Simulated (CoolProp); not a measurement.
Computed with CoolProp (reference Helmholtz-energy equation of state, Lemmon 2006). It is a short technical equation, of lower accuracy than the large ones.

Q: Give the vapour pressure (MPa), liquid density (kg/m³), vapour density (kg/m³), enthalpy of vaporisation (kJ/kg) of saturated isohexane at 55.05 °C.

A: 
```tsv
T (°C)	p (MPa)	liquid density (kg/m³)	vapour density (kg/m³)	enthalpy of vaporisation (kJ/kg)
55.05	0.0857	620	2.83	327
```
